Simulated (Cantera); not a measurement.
**HF + SO2 (abatement and gas-phase synthesis)**

A closed system holds: 1 mol HF, a varied amount of SO2, held at 3398.15 K and 16.0 mbar.

Equilibrium computed with Cantera from the NASA thermochemical tables; the gas is ideal and each condensed phase is pure. Candidate condensed phases: H2O, H2SO4, S; 43 gas species. The numbers say what is thermodynamically allowed, not how fast it happens.

```
n(SO2) (mol)  log p HF  log p F  log p H  log p O  log p S  log p SO  log p O2
------------  --------  -------  -------  -------  -------  --------  --------
0.069            -2.22    -2.40    -2.42    -2.89    -3.19     -4.35     -4.94
0.079            -2.23    -2.40    -2.42    -2.84    -3.14     -4.25     -4.84
0.091            -2.24    -2.41    -2.43    -2.80    -3.10     -4.15     -4.75
0.1              -2.25    -2.41    -2.43    -2.76    -3.07     -4.09     -4.68
0.12             -2.27    -2.42    -2.44    -2.70    -3.01     -3.97     -4.56
0.14             -2.29    -2.43    -2.45    -2.66    -2.96     -3.88     -4.47
0.16             -2.31    -2.44    -2.46    -2.61    -2.92     -3.80     -4.38
0.18             -2.32    -2.45    -2.47    -2.58    -2.89     -3.73     -4.32
0.21             -2.35    -2.46    -2.48    -2.54    -2.85     -3.65     -4.23
0.24             -2.37    -2.47    -2.50    -2.50    -2.81     -3.58     -4.16
0.27             -2.39    -2.48    -2.51    -2.47    -2.78     -3.52     -4.10
0.31             -2.42    -2.50    -2.52    -2.44    -2.75     -3.45     -4.03
```
log p: log10 of the partial pressure in bar; nothing condenses.

From 0.069 mol SO2 to 0.31 mol SO2 nothing is condensed.
